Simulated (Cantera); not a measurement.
An adiabatic, constant-volume homogeneous reactor starts with CH4 : O2 : N2 = 1 : 4.17 : 15.7 (molar parts), equivalence ratio 0.48, at 1625 K and 1.68 atm.

Detailed kinetics in Cantera: GRI-Mech 3.0 (53 species, 325 reactions).

One state of this run: T (K) = 2663; P (bar) = 2.82; x CH4 = <1e-12; x O2 = 0.0987; x NO2 = 4.05e-6; x NO = 0.00465; x C2H2 = <1e-12; x CH2CO = <1e-12; x C2H6 = <1e-12. x: mole fraction; the columns are a selection and need not sum to one.

### Question
Which value of t (s) does it belong to?
A. 0.000293
B. 0.00541
C. 0.000775
D. 0.0378

### Answer
C, 0.000775
